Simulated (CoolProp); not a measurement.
C3F8 (R218) at several states: Z from the reference equation and from simpler models built on Tc = 345.0 K, pc = 2.640 MPa, ω = 0.317; each cubic takes its own stable root.

Computed with CoolProp (reference Helmholtz-energy equation of state, Lemmon 2006). It is a short technical equation, of lower accuracy than the large ones.

| T (K) | p (MPa) | phase | reference | Redlich-Kwong | Peng-Robinson |
|---|---|---|---|---|---|
| 343.3 | 8.49 | liquid | … | 0.4974 | 0.4457 |
| 158.8 | 0.0194 | liquid | … | 0.001602 | 0.001393 |
| 227.4 | 0.221 | liquid | 0.01335 | … | 0.01244 |
| 274.2 | 0.203 | gas | … | 0.9479 | 0.9386 |
| 398.1 | 0.313 | gas | 0.9765 | 0.9731 | 0.9720 |
| 206.5 | 0.0482 | liquid | 0.003063 | 0.9739 | … |

Q: What belongs in the gaps?

A: 
- 343.3, reference: 0.4640
- 158.8, reference: 0.001461
- 227.4, Redlich-Kwong: 0.01472
- 274.2, reference: 0.9394
- 206.5, Peng-Robinson: 0.002863

At some of these states Redlich-Kwong gives the other phase, because its saturation line lies elsewhere.
